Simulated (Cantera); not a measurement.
## CH3OH + CO2 (carbon deposition, reforming and gasification)

Charge: 1 mol CH3OH, 1.4 mol CO2, held at 2373.15 K and 0.00160 bar.

These are equilibrium values from Cantera (NASA tables, ideal gas, pure condensed phases), not measurements of a reactor. Candidate condensed phases: C, C6H6, C7H8, C8H18, H2O; 110 gas species. Rates play no part.

```yaml
x(CO): 0.418
x(H2): 0.162
x(H2O): 0.162
x(H): 0.141
x(CO2): 0.0715
x(OH): 0.0250
x(O): 0.0146
x(O2): 0.00603
gas_amount: 4.908 mol
log10 activity of C(graphite) (absent): -7.64
```
